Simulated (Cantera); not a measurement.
# Stirred combustor or abatement burner

A perfectly stirred reactor is fed with 36.8 % H2, 17.3 % O2, 46.0 % N2, at 5.00 bar; it is adiabatic with a 598 K inlet, and is followed from long to short residence time, starting on the burning branch (τ in s: 0.036, 0.016, 0.0075, 0.0034, 0.0016, 0.00071, 0.00032, 0.00015, 6.7e-05, 3.1e-05).

Model: GRI-Mech 3.0 (53 species, 325 reactions), integrated in Cantera. The hydrogen kinetics of GRI-Mech 3.0 are dated; newer H2 mechanisms differ, most at raised pressure.

```json
[
 {"τ (s)": "0.036", "T (K)": "2809", "x H2": "0.0495", "x O2": "0.00584", "x N2O": "5.33e-7", "x NO": "0.00511", "x NO2": "1.27e-6", "x HO2": "5.75e-6"},
 {"τ (s)": "0.016", "T (K)": "2809", "x H2": "0.0496", "x O2": "0.00587", "x N2O": "5.30e-7", "x NO": "0.00505", "x NO2": "1.26e-6", "x HO2": "5.78e-6"},
 {"τ (s)": "0.0075", "T (K)": "2808", "x H2": "0.0496", "x O2": "0.00593", "x N2O": "5.26e-7", "x NO": "0.00494", "x NO2": "1.23e-6", "x HO2": "5.83e-6"},
 {"τ (s)": "0.0034", "T (K)": "2806", "x H2": "0.0497", "x O2": "0.00607", "x N2O": "5.15e-7", "x NO": "0.00470", "x NO2": "1.18e-6", "x HO2": "5.96e-6"},
 {"τ (s)": "0.0016", "T (K)": "2803", "x H2": "0.0499", "x O2": "0.00633", "x N2O": "4.98e-7", "x NO": "0.00427", "x NO2": "1.09e-6", "x HO2": "6.21e-6"},
 {"τ (s)": "0.00071", "T (K)": "2794", "x H2": "0.0504", "x O2": "0.00689", "x N2O": "4.66e-7", "x NO": "0.00346", "x NO2": "9.00e-7", "x HO2": "6.73e-6"},
 {"τ (s)": "0.00032", "T (K)": "2775", "x H2": "0.0516", "x O2": "0.00788", "x N2O": "4.23e-7", "x NO": "0.00237", "x NO2": "6.39e-7", "x HO2": "7.69e-6"},
 {"τ (s)": "0.00015", "T (K)": "2738", "x H2": "0.0540", "x O2": "0.00943", "x N2O": "3.72e-7", "x NO": "0.00138", "x NO2": "3.86e-7", "x HO2": "9.29e-6"},
 {"τ (s)": "6.7e-5", "T (K)": "2666", "x H2": "0.0584", "x O2": "0.0119", "x N2O": "3.08e-7", "x NO": "0.000674", "x NO2": "1.94e-7", "x HO2": "1.23e-5"},
 {"τ (s)": "3.1e-5", "T (K)": "2558", "x H2": "0.0642", "x O2": "0.0153", "x N2O": "2.50e-7", "x NO": "0.000316", "x NO2": "9.20e-8", "x HO2": "1.79e-5"}
]
```
x: mole fraction; the columns are a selection and need not sum to one.
